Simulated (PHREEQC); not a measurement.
NaHCO3 is added in steps, without added water, to 1 kg of water holding 3.1 mmol/kgw H3PO4 and 0.49 mmol/kgw NiSO4, at 20 °C. O2 is buffered at 0.21 atm. CO2 from the air is kept out. The run lets Ni(OH)2, NiCO3, Ni3(PO4)2, Ni4(OH)6SO4, Mirabilite, Morenosite, Nahcolite, Natron precipitate or redissolve, and no other solid.

Base run: PHREEQC, ion-association model, wateq4f.dat. Each further column changes one thing. The table gives pH.

| NaHCO3 added (mol) | base | diluted 5-fold with water | H3PO4 left out | H3PO4 from 0.0031 to 0.00031 mol/kgw | no solid may form |
|---|---|---|---|---|---|
| 0 | 2.66 | 3.26 | 6.68 | 3.56 | 2.66 |
| 0.0003833 | 2.72 | 3.67 | 6.70 | 5.62 | 2.72 |
| 0.0009583 | 2.83 | 6.00 | 6.78 | 6.35 | 2.83 |
| 0.001342 | 2.91 | 6.29 | 6.84 | 6.48 | 2.91 |
| 0.001917 | 3.09 | 6.51 | 6.93 | 6.60 | 3.09 |
| 0.0023 | 3.26 | 6.60 | 6.99 | 6.67 | 3.26 |
| 0.002683 | 3.55 | 6.68 | 7.04 | 6.73 | 3.55 |
| 0.003258 | 5.00 | 6.77 | 7.12 | 6.80 | 5.00 |
| 0.003642 | 5.48 | 6.82 | 7.16 | 6.85 | 5.48 |
| 0.004217 | 5.77 | 6.89 | 7.22 | 6.91 | 5.77 |
| 0.0046 | 5.88 | 6.93 | 7.26 | 6.95 | 5.88 |

H3PO4, which wateq4f.dat lacks, is added to it with the constant of phreeqc.dat. The database has no phosphate complexes of Ni. The database's nickel carbonate constants are estimates that later reviews lower a good deal. Solids allowed in the column 'H3PO4 left out': Ni(OH)2, NiCO3, Ni4(OH)6SO4, Mirabilite, Morenosite, Nahcolite, Natron.
